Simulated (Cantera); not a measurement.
Input: 1 mol Si, a varied amount of Br₂, at 700 °C and 1.00 bar.

Cantera equilibrium calculation (NASA polynomials, part measured and part estimated; ideal gas, pure solids and liquids). Candidate condensed phases: Br₂, Si; 9 gas species. The tables' values for SiBr₃ are old estimates; treat these amounts as uncertain. Kinetics and transport are ignored.

log p: log10 of the partial pressure in bar; n: condensed amount in mol.

```tsv
n(Br₂) (mol)	log p SiBr₄	log p Br₂	log p Br	log p SiBr₃	n Si(s)
0.79	0.00	-9.48	-7.12	-2.73	___
1.1	0.00	-9.48	-7.12	-2.73	___
1.4	0.00	-9.48	-7.12	-2.73	___
1.8	0.00	-9.48	-7.12	-2.73	___
2.4	-0.15	-0.55	-2.66	-7.34	0
3.2	-0.34	-0.27	-2.52	-7.67	0
4.2	-0.51	-0.16	-2.47	-7.89	0
```

Problem. Complete the blanks.

Solution. 
- 0.79, n Si(s): 0.605
- 1.1, n Si(s): 0.449
- 1.4, n Si(s): 0.299
- 1.8, n Si(s): 0.0991
